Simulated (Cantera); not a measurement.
A closed system holds: 1 mol SiH2Cl2, 51 mol N2, at 2123 K and 0.100 bar.

Cantera equilibrium calculation (NASA polynomials, part measured and part estimated; ideal gas, pure solids and liquids). Candidate condensed phases: NH4Cl, Si, Si3N4; 28 gas species. The tables' values for SiCl, SiN, SiCl3 are old estimates; treat these amounts as uncertain. The numbers say what is thermodynamically allowed, not how fast it happens.

Base state: N2 0.959, H2 0.0135, SiCl2 0.0134, HCl 0.00929, Si 0.00170, H 0.00132, SiCl 0.000732, Cl 0.000666 (mole fractions); condensed: Si(l).

### Question
What changes in the equilibrium state with this change: pressure from 0.100 bar to 15.0 Pa?

### Answer
```
species       before     after
----------  --------  --------
N2             0.959     0.923
Cl          0.000666    0.0266
H            0.00132    0.0193
SiCl2         0.0134  0.000484
Si           0.00170    0.0171
H2            0.0135   0.00435
SiCl3        5.18e-5   1.12e-7
Si2N        0.000122   7.08e-7
Si2          2.33e-5   3.54e-6
SiH          3.23e-5   7.15e-6
Si(l), mol     0.133         0
```
The tables' values for SiCl, SiN are old estimates; treat these amounts as uncertain.
